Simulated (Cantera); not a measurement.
What does this Cantera script print?

```python
import numpy as np
import cantera as ct

gas_names = """
    H HO2 H2 H2O H2O2 O OH O2 O3 Ti TiO TiO2
""".split()
cond_names = """
    H2O(s) H2O(L) Ti(a) Ti(b) Ti(L) TiO(a) TiO(b) TiO(L) TiO2(ru) TiO2(L) Ti2O3(a) Ti2O3(b) Ti2O3(L)
    Ti3O5(a) Ti3O5(b) Ti3O5(L) Ti4O7(s) Ti4O7(L)
""".split()


def load(file, names, dense=False):
    # The tables refer to 1 bar. Condensed volumes are neglected.
    table = {s.name: s for s in ct.Species.list_from_file(file)}
    out = []
    for n in names:
        d = dict(table[n].input_data)
        d["thermo"] = dict(d["thermo"], **{"reference-pressure": 1e5})
        if dense:
            d["equation-of-state"] = {"model": "constant-volume", "density": "1e6 g/cm^3"}
        out.append(ct.Species.from_dict(d))
    return out


gas = ct.Solution(thermo="ideal-gas", species=load("nasa_gas.yaml", gas_names))
cond = {s.name: ct.Solution(thermo="fixed-stoichiometry", species=[s], name=s.name)
        for s in load("nasa_condensed.yaml", cond_names, dense=True)}
atoms = {
    'Ti': {'Ti': 1},
    'O2': {'O': 2},
    'H2': {'H': 2},
}
top_T = {}  # K; cautious upper limits of use, not melting points


def equilibrate(T, P, feed):
    n = {}
    for name, mol in feed.items():
        for a, k in atoms[name].items():
            n[a] = n.get(a, 0.0) + k * mol
    gas.TPX = T, P, n
    mass = sum(n.values()) * gas.mean_molecular_weight
    gas.equilibrate("TP")
    valid = [c for c in cond.values() if c.min_temp <= T <= top_T.get(c.name, c.max_temp)]
    mix = ct.Mixture([(gas, mass / gas.mean_molecular_weight)] + [(c, 0.0) for c in valid])
    mix.T, mix.P = T, P
    mix.equilibrate("TP", solver="vcs", rtol=1e-11, max_steps=5000)
    return mix


results = []
feed = {'Ti': 1, 'O2': 2.4, 'H2': 29}  # mol
T = 1273  # K
P = 160  # Pa
mix = equilibrate(T, P, feed)
results.append((T, P, feed, dict(zip(mix.species_names, mix.species_moles))))
x = sorted(zip(gas.X, gas.species_names), reverse=True)
print(f"T = {T:g} K  P = {P:g} Pa  gas = {mix.phase_moles(0):.4g} mol")
print("   x: " + "  ".join(f"{s} {v:.3e}" for v, s in x if v > 1e-05))
print("   condensed (mol): " + ("  ".join(f"{mix.phase(i).name} {mix.phase_moles(i):.4g}"
      for i in range(1, mix.n_phases) if mix.phase_moles(i) > 1e-12) or "none"))
```

Output:

```
T = 1273 K  P = 160 Pa  gas = 29 mol
   x: H2 9.034e-01  H2O 9.655e-02  H 1.695e-05
   condensed (mol): TiO2(ru) 1
```

Equilibrium computed with Cantera from the NASA thermochemical tables; the gas is ideal and each condensed phase is pure.
